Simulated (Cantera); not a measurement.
## Thermodynamics of iron carbonyl, mercury and lead vapours, feed PbO + H₂

A closed system holds: 1 mol PbO, a varied amount of H₂, equilibrated at 550 °C and 0.113 Torr.

Method: chemical equilibrium by Gibbs-energy minimisation in Cantera with the NASA 1993 tables (ideal gas, pure condensed phases). Candidate condensed phases: H₂O, Pb, PbO, PbO₂, Pb₃O₄; 12 gas species. Kinetics and transport are ignored.

| n(H₂) (mol) | log p H₂O | log p H₂ | log p Pb | log p PbO | n Pb(l) | n PbO(yellow) |
|---|---|---|---|---|---|---|
| 0.39 | -3.82 | -7.97 | -6.87 | -9.64 | 0.390 | 0.610 |
| 0.55 | -3.82 | -7.97 | -6.87 | -9.64 | 0.549 | 0.450 |
| 0.79 | -3.82 | -7.97 | -6.87 | -9.64 | 0.789 | 0.210 |
| 1.1 | -3.87 | -4.87 | -6.87 | -12.79 | 0.999 | 0 |
| 1.6 | -4.03 | -4.25 | -6.87 | -13.57 | 0.999 | 0 |
| 2.2 | -4.17 | -4.09 | -6.87 | -13.87 | 0.998 | 0 |
| 3.2 | -4.33 | -3.99 | -6.87 | -14.13 | 0.997 | 0 |
| 4.5 | -4.48 | -3.93 | -6.87 | -14.33 | 0.996 | 0 |
| 6.3 | -4.62 | -3.90 | -6.87 | -14.52 | 0.994 | 0 |
log p: log10 of the partial pressure in bar; n: condensed amount in mol.

From 0.39 mol H₂ to 0.79 mol H₂ the condensed part is Pb(l) + PbO(yellow). From 1.1 mol H₂ to 6.3 mol H₂ the condensed part is Pb(l). The main Pb-bearing gas is Pb throughout.
